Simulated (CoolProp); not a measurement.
Properties of 1-butene along the isotherm 301.1 K (Tc = 419.3 K, pc = 4.006 MPa, ω = 0.192).

Model: reference Helmholtz-energy equation of state, Lemmon 2005, in CoolProp. It is a short technical equation, of lower accuracy than the large ones.

```
p (MPa)   phase  isothermal compressibility (1/MPa)  expansivity (1/kK)
-------  ------  ----------------------------------  ------------------
0.376    liquid                                 [?]               2.200
0.751    liquid                            0.003317               2.181
1.13     liquid                            0.003272               2.162
1.5      liquid                            0.003229                 [?]
1.88     liquid                            0.003187               2.126
2.25     liquid                                 [?]               2.109
2.63     liquid                            0.003106               2.092
3        liquid                                 [?]               2.076
3.38     liquid                            0.003031               2.060
3.76     liquid                            0.002994               2.045
4.13     liquid                            0.002959               2.030
4.51     liquid                            0.002924                 [?]
4.88     liquid                            0.002891               2.000
5.26     liquid                            0.002858               1.986
5.63     liquid                            0.002827               1.972
6.01     liquid                            0.002795               1.959
```

Q: Complete the blanks.

A: 
- 0.376, isothermal compressibility (1/MPa): 0.003363
- 1.5, expansivity (1/kK): 2.144
- 2.25, isothermal compressibility (1/MPa): 0.003147
- 3, isothermal compressibility (1/MPa): 0.003069
- 4.51, expansivity (1/kK): 2.015
